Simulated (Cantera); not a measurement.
A closed system holds: 1 mol c-C4F8, a varied amount of Si, at 1825 °C and 0.0940 bar.

Equilibrium computed with Cantera from the NASA thermochemical tables; the gas is ideal and each condensed phase is pure. Candidate condensed phases: C, Si, SiC; 23 gas species. The feed counts by its element totals alone. The tables' values for SiF3, C2F4 are old estimates; treat these amounts as uncertain. Gases not in the tables: C2F6 and larger saturated fluorocarbons. Rates play no part.

x: gas mole fraction; n: condensed amount in mol.

```tsv
n(Si) (mol)	x SiF4	x CF4	x CF2	x F	x CF3	x SiF3	x CF	n C(graphite)
0.038	0.0180	0.883	0.0740	0.0157	0.00898	2.08e-6	0.000116	1.96
0.052	0.0247	0.877	0.0737	0.0157	0.00893	2.85e-6	0.000115	1.98
0.072	0.0342	0.868	0.0733	0.0157	0.00886	3.96e-6	0.000115	2.00
0.099	0.0470	0.856	0.0728	0.0156	0.00877	5.46e-6	0.000115	2.03
0.14	0.0665	0.837	0.0720	0.0155	0.00862	7.77e-6	0.000114	2.07
0.19	0.0903	0.815	0.0711	0.0154	0.00845	1.06e-5	0.000113	2.12
0.26	0.124	0.783	0.0697	0.0153	0.00820	1.47e-5	0.000112	2.19
0.36	0.171	0.738	0.0676	0.0150	0.00784	2.07e-5	0.000110	2.29
0.5	0.239	0.675	0.0647	0.0147	0.00733	2.94e-5	0.000108	2.44
0.69	0.330	0.588	0.0604	0.0142	___	4.21e-5	0.000104	2.63
0.95	0.457	0.470	0.0540	0.0134	___	6.16e-5	9.87e-5	2.90
1.3	0.629	0.311	0.0439	0.0121	___	9.41e-5	8.90e-5	3.26
1.8	0.883	0.0835	0.0227	0.00872	___	0.000184	6.41e-5	3.78
```

Complete the blanks.


- 0.69, x CF3: 0.00662
- 0.95, x CF3: 0.00559
- 1.3, x CF3: 0.00410
- 1.8, x CF3: 0.00153
